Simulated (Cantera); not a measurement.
Si + F₂ (silicon etching in halogen gases)

Input: 1 mol Si, a varied amount of F₂, at 602 °C and 0.500 bar.

Equilibrium computed with Cantera from the NASA thermochemical tables; the gas is ideal and each condensed phase is pure. Candidate condensed phases: Si; 9 gas species. The tables' values for SiF₃ are old estimates; treat these amounts as uncertain. Equilibrium is a limit: real reactors are often held back by kinetics, nucleation or transport.

From 0.73 mol F₂ to 1.7 mol F₂ the condensed part is Si(s). From 2.3 mol F₂ to 4.1 mol F₂ nothing is condensed. The main Si-bearing gas is SiF₄ throughout.

```json
[
 {"n(F₂) (mol)": "0.73", "x SiF₄": "1.000", "x F₂": "<1e-12", "x F": "<1e-12", "x SiF₃": "8.87e-5", "x SiF₂": "2.91e-8", "n Si(s)": "0.635"},
 {"n(F₂) (mol)": "0.97", "x SiF₄": "1.000", "x F₂": "<1e-12", "x F": "<1e-12", "x SiF₃": "8.87e-5", "x SiF₂": "2.91e-8", "n Si(s)": "0.515"},
 {"n(F₂) (mol)": "1.3", "x SiF₄": "1.000", "x F₂": "<1e-12", "x F": "<1e-12", "x SiF₃": "8.87e-5", "x SiF₂": "2.91e-8", "n Si(s)": "0.350"},
 {"n(F₂) (mol)": "1.7", "x SiF₄": "1.000", "x F₂": "<1e-12", "x F": "<1e-12", "x SiF₃": "8.87e-5", "x SiF₂": "2.91e-8", "n Si(s)": "0.150"},
 {"n(F₂) (mol)": "2.3", "x SiF₄": "0.763", "x F₂": "0.221", "x F": "0.0159", "x SiF₃": "<1e-12", "x SiF₂": "<1e-12", "n Si(s)": "0"},
 {"n(F₂) (mol)": "3.1", "x SiF₄": "0.470", "x F₂": "0.506", "x F": "0.0240", "x SiF₃": "<1e-12", "x SiF₂": "<1e-12", "n Si(s)": "0"},
 {"n(F₂) (mol)": "4.1", "x SiF₄": "0.318", "x F₂": "0.654", "x F": "0.0273", "x SiF₃": "<1e-12", "x SiF₂": "<1e-12", "n Si(s)": "0"}
]
```
x: gas mole fraction; n: condensed amount in mol.
